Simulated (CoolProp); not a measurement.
Vapour pressure (bar) of C3F8 (R218): the reference equation beside estimates from Tc = 71.9 °C, pc = 26.40 bar, ω = 0.317.

The numbers come from the reference Helmholtz-energy equation of state, Lemmon 2006 in CoolProp. It is a short technical equation, of lower accuracy than the large ones.

```csv
T (°C),reference,van der Waals,Soave-Redlich-Kwong
-69.25,0.1759,2.100,0.1741
-66.15,0.2139,2.293,0.2119
-63.15,0.2568,2.490,0.2545
-60.15,0.3064,2.699,0.3039
-57.15,0.3635,2.919,0.3608
-54.05,0.4312,3.158,0.4283
-51.05,0.5059,3.403,0.5029
-48.05,0.5906,3.659,0.5875
-45.05,0.6862,3.929,0.6831
-41.95,0.7973,4.220,0.7944
```

Absolute difference from the reference over all 10 rows, mean and median: van der Waals 704.6 and 667.7 %, Soave-Redlich-Kwong 0.7 and 0.7 %.
